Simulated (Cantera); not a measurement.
A Cantera script and its output.

```python
import numpy as np
import cantera as ct

gas = ct.Solution("gri30.yaml")
gas.TPX = 900, 270000, {'CO': 0.0014, 'O2': 0.032, 'H2O': 0.00044, 'N2': 1}
reactor = ct.IdealGasConstPressureReactor(gas, energy="off", clone=False)
net = ct.ReactorNet([reactor])
net.rtol, net.atol = 1e-08, 1e-18
show = ['CO', 'O2', 'H2O', 'H2O2', 'H2']
times = np.geomspace(1e-05, 30, 12)

steps = ct.SolutionArray(gas, extra=["t"])
rows = []
print(f"{'t/s':>10s}{'T/K':>9s}{'P/Pa':>11s}" + "".join(f"{s:>11s}" for s in show))
for t in times:
    while net.time < t:
        t_next = net.step()
        steps.append(gas.state, t=t_next)
    rows.append([np.interp(t, steps.t, y) for y in (steps.T, steps.P, *steps(*show).X.T)])
    print(f"{t:10.3e}{rows[-1][0]:9.1f}{rows[-1][1]:11.4g}" + "".join(f"{x:11.3e}" for x in rows[-1][2:]))
rate = np.gradient(steps.T, steps.t)
print("integrator steps:", len(steps.t))
if steps.T.max() > steps.T[0] + 200:
    print(f"time of steepest temperature rise: {steps.t[rate.argmax()]:.4e} s")
gas.TPX = 900, 270000, {'CO': 0.0014, 'O2': 0.032, 'H2O': 0.00044, 'N2': 1}
gas.equilibrate("TP")
print(f"equilibrium (TP): T = {gas.T:.1f} K  " + "  ".join(f"{s} {gas[s].X[0]:.3e}" for s in show))
```

It prints:

```
       t/s      T/K       P/Pa         CO         O2        H2O       H2O2         H2
 1.000e-05    900.0    2.7e+05  1.354e-03  3.095e-02  4.256e-04  3.546e-26  3.223e-23
 3.880e-05    900.0    2.7e+05  1.354e-03  3.095e-02  4.256e-04  7.128e-25  1.473e-21
 1.505e-04    900.0    2.7e+05  1.354e-03  3.095e-02  4.256e-04  3.625e-23  6.048e-20
 5.841e-04    900.0    2.7e+05  1.354e-03  3.095e-02  4.256e-04  3.851e-21  1.886e-18
 2.266e-03    900.0    2.7e+05  1.354e-03  3.095e-02  4.256e-04  3.073e-19  3.555e-17
 8.793e-03    900.0    2.7e+05  1.354e-03  3.095e-02  4.256e-04  1.904e-17  4.657e-16
 3.412e-02    900.0    2.7e+05  1.354e-03  3.095e-02  4.256e-04  1.297e-15  4.105e-15
 1.324e-01    900.0    2.7e+05  1.354e-03  3.095e-02  4.256e-04  6.369e-14  3.107e-14
 5.136e-01    900.0    2.7e+05  1.354e-03  3.095e-02  4.256e-04  1.789e-12  3.328e-13
 1.993e+00    900.0    2.7e+05  1.354e-03  3.095e-02  4.256e-04  4.880e-11  6.047e-12
 7.732e+00    900.0    2.7e+05  1.350e-03  3.095e-02  4.256e-04  2.742e-09  3.660e-10
 3.000e+01    900.0    2.7e+05  1.283e-03  3.092e-02  4.255e-04  1.235e-08  1.328e-08
integrator steps: 342
equilibrium (TP): T = 900.0 K  CO 6.632e-15  O2 3.029e-02  H2O 4.259e-04  H2O2 8.290e-14  H2 4.794e-15
```

Detailed kinetics in Cantera: GRI-Mech 3.0 (53 species, 325 reactions).
